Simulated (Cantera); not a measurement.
**PbO + H₂ (iron carbonyl, mercury and lead vapours)**

Input: 1 mol PbO, 0.63 mol H₂, equilibrated at 1 atm.

These are equilibrium values from Cantera (NASA tables, ideal gas, pure condensed phases), not measurements of a reactor. Candidate condensed phases: H₂O, Pb, PbO, PbO₂, Pb₃O₄; 12 gas species. Each liquid is taken as pure. Mutual solubility and eutectic melting of coexisting phases are not modelled. Gases not in the tables: (PbO)n polymers. The numbers say what is thermodynamically allowed, not how fast it happens.

| T (°C) | x H₂O | x Pb | x PbO | x H₂ | x OH | x Pb₂ | x O₂ | x H | n Pb(l) | n PbO(l) |
|---|---|---|---|---|---|---|---|---|---|---|
| 900 | 0.999 | 0.000416 | 3.81e-5 | 0.000265 | 4.95e-8 | 1.17e-8 | 7.17e-10 | 1.91e-9 | 0.630 | 0.370 |
| 950 | 0.999 | 0.000896 | 0.000107 | 0.000340 | 1.46e-7 | 4.20e-8 | 3.52e-9 | 5.51e-9 | 0.629 | 0.370 |
| 1000 | 0.997 | 0.00181 | 0.000276 | 0.000429 | 3.93e-7 | 1.36e-7 | 1.51e-8 | 1.47e-8 | 0.629 | 0.370 |
| 1050 | 0.995 | 0.00347 | 0.000659 | 0.000533 | 9.83e-7 | 4.01e-7 | 5.78e-8 | 3.64e-8 | 0.627 | 0.370 |
| 1100 | 0.992 | 0.00633 | 0.00147 | 0.000653 | 2.29e-6 | 1.09e-6 | 1.99e-7 | 8.46e-8 | 0.626 | 0.369 |
| 1150 | 0.985 | 0.0111 | 0.00308 | 0.000790 | 5.02e-6 | 2.76e-6 | 6.27e-7 | 1.85e-7 | 0.622 | 0.369 |
| 1200 | 0.974 | 0.0186 | 0.00613 | 0.000941 | 1.04e-5 | 6.54e-6 | 1.81e-6 | 3.86e-7 | 0.617 | 0.367 |
| 1250 | 0.957 | 0.0302 | 0.0116 | 0.00110 | 2.04e-5 | 1.46e-5 | 4.87e-6 | 7.63e-7 | 0.609 | 0.363 |
| 1300 | 0.930 | 0.0474 | 0.0210 | 0.00127 | 3.81e-5 | 3.09e-5 | 1.22e-5 | 1.44e-6 | 0.597 | 0.357 |
| 1350 | 0.889 | 0.0724 | 0.0367 | 0.00142 | 6.77e-5 | 6.23e-5 | 2.89e-5 | 2.59e-6 | 0.578 | 0.345 |
x: gas mole fraction; n: condensed amount in mol.

From 900 °C to 1350 °C the condensed part is Pb(l) + PbO(l). The share of Pb in condensed phases is highest at 900 °C (100.0 %) and lowest at 1350 °C (92.3 %).
